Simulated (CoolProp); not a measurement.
Vapour pressure (MPa) of nitrogen: the reference equation beside estimates from Tc = 126.2 K, pc = 3.396 MPa, ω = 0.037. Clausius-Clapeyron is anchored at 96 K with a constant enthalpy of vaporisation of 4.746 kJ/mol.

Values from CoolProp's reference Helmholtz-energy equation of state, Span 2000.

```json
[
 {"T (K)": "84.8", "reference": "0.2245", "Lee-Kesler": "0.2242", "Clausius-Clapeyron": "0.2659", "Redlich-Kwong": "0.2083"},
 {"T (K)": "87.6", "reference": "0.2918", "Lee-Kesler": "0.2918", "Clausius-Clapeyron": "0.3297", "Redlich-Kwong": "0.2766"},
 {"T (K)": "90.4", "reference": "0.3730", "Lee-Kesler": "0.3732", "Clausius-Clapeyron": "0.4035", "Redlich-Kwong": "0.3598"},
 {"T (K)": "93.2", "reference": "0.4695", "Lee-Kesler": "0.4699", "Clausius-Clapeyron": "0.4878", "Redlich-Kwong": "0.4595"},
 {"T (K)": "96", "reference": "0.5832", "Lee-Kesler": "0.5836", "Clausius-Clapeyron": "0.5832", "Redlich-Kwong": "0.5774"},
 {"T (K)": "98.8", "reference": "0.7154", "Lee-Kesler": "0.7158", "Clausius-Clapeyron": "0.6902", "Redlich-Kwong": "0.7150"},
 {"T (K)": "101.5", "reference": "0.8623", "Lee-Kesler": "0.8623", "Clausius-Clapeyron": "0.8049", "Redlich-Kwong": "0.8677"},
 {"T (K)": "104.3", "reference": "1.036", "Lee-Kesler": "1.036", "Clausius-Clapeyron": "0.9360", "Redlich-Kwong": "1.048"},
 {"T (K)": "107.1", "reference": "1.234", "Lee-Kesler": "1.233", "Clausius-Clapeyron": "1.080", "Redlich-Kwong": "1.253"},
 {"T (K)": "109.9", "reference": "1.457", "Lee-Kesler": "1.455", "Clausius-Clapeyron": "1.237", "Redlich-Kwong": "1.484"},
 {"T (K)": "112.7", "reference": "1.708", "Lee-Kesler": "1.705", "Clausius-Clapeyron": "1.408", "Redlich-Kwong": "1.741"},
 {"T (K)": "115.5", "reference": "1.990", "Lee-Kesler": "1.986", "Clausius-Clapeyron": "1.591", "Redlich-Kwong": "2.026"}
]
```

Absolute difference from the reference over all 12 rows, mean and median: Lee-Kesler 0.1 and 0.1 %, Clausius-Clapeyron 10.7 and 11.1 %, Redlich-Kwong 2.3 and 1.8 %.
